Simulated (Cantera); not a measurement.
Input: 1 mol AlBr₃, a varied amount of N₂, 2.6 mol H₂, held at 1727 °C and 0.0100 bar.

These are equilibrium values from Cantera (NASA tables, ideal gas, pure condensed phases), not measurements of a reactor. Candidate condensed phases: Al, AlBr₃, AlN, Br₂; 19 gas species. The numbers say what is thermodynamically allowed, not how fast it happens.

Task: At 5 mol N₂, list the 6 most abundant gas species with their mole fractions, and the condensed phases.

Result: N₂ 0.497, H₂ 0.203, HBr 0.103, AlBr 0.0966, Br 0.0905, H 0.00732. Condensed: gas only.
